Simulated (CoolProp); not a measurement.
Saturated liquid density (kg/m³) of R1336mzz(Z): the reference equation beside estimates from Tc = 444.5 K, pc = 2.904 MPa, ω = 0.386.

Values from CoolProp's reference Helmholtz-energy equation of state, McLinden 2020.

```json
[
 {"T (K)": "208.6", "reference": "1579", "van der Waals": "859.3", "Redlich-Kwong": "1278", "Soave-Redlich-Kwong": "1319"},
 {"T (K)": "229.8", "reference": "1531", "van der Waals": "836.9", "Redlich-Kwong": "(withheld)", "Soave-Redlich-Kwong": "1288"},
 {"T (K)": "251.1", "reference": "1481", "van der Waals": "813.1", "Redlich-Kwong": "1201", "Soave-Redlich-Kwong": "1255"},
 {"T (K)": "272.3", "reference": "(withheld)", "van der Waals": "787.6", "Redlich-Kwong": "1158", "Soave-Redlich-Kwong": "1217"},
 {"T (K)": "293.6", "reference": "(withheld)", "van der Waals": "760.1", "Redlich-Kwong": "(withheld)", "Soave-Redlich-Kwong": "1174"},
 {"T (K)": "314.9", "reference": "1320", "van der Waals": "(withheld)", "Redlich-Kwong": "1057", "Soave-Redlich-Kwong": "1125"},
 {"T (K)": "336.1", "reference": "1260", "van der Waals": "697.6", "Redlich-Kwong": "(withheld)", "Soave-Redlich-Kwong": "1069"},
 {"T (K)": "357.4", "reference": "(withheld)", "van der Waals": "661.0", "Redlich-Kwong": "932.8", "Soave-Redlich-Kwong": "1003"},
 {"T (K)": "378.6", "reference": "1119", "van der Waals": "619.5", "Redlich-Kwong": "858.0", "Soave-Redlich-Kwong": "925.4"},
 {"T (K)": "399.9", "reference": "1030", "van der Waals": "570.0", "Redlich-Kwong": "769.2", "Soave-Redlich-Kwong": "829.5"},
 {"T (K)": "421.1", "reference": "912.7", "van der Waals": "506.7", "Redlich-Kwong": "657.3", "Soave-Redlich-Kwong": "703.6"}
]
```

Q: Complete the blanks.

A: 
- 229.8, Redlich-Kwong: 1241
- 272.3, reference: 1430
- 293.6, reference: 1376
- 293.6, Redlich-Kwong: 1110
- 314.9, van der Waals: 730.3
- 336.1, Redlich-Kwong: 998.6
- 357.4, reference: 1193

Absolute difference from the reference over all 11 rows, mean and median: van der Waals 44.9 and 44.7 %, Redlich-Kwong 21.3 and 19.9 %, Soave-Redlich-Kwong 16.6 and 15.9 %.
